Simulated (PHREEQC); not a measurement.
A PHREEQC input (ion-association model, wateq4f.dat):

```
SOLUTION 1
  temp 45
  units mg/L
  pH 6.37
  pe 8.5
  Na 0.0419
  K 0.492
  Ca 0.184
  Mg 0.008
  Cl 0.166
  S(6) 0.516 as SO4
  Alkalinity 0.567 as HCO3
  Ba 0.0137
  Li 0.000162
  F 0.000798
  Si 0.00942 as SiO2
END
USE solution 4
EQUILIBRIUM_PHASES 1
  Quartz 0 0.5
  CO2(g) -2 10
END
```

It stops with these messages:

```
ERROR: Solution 4 not found.
```

The fault: USE names a solution that was never defined. The line should read `USE solution 1` where the input has `USE solution 4`. With the mend the run ends at pH 5.17 and ionic strength 4.19e-5 mol/kgw.
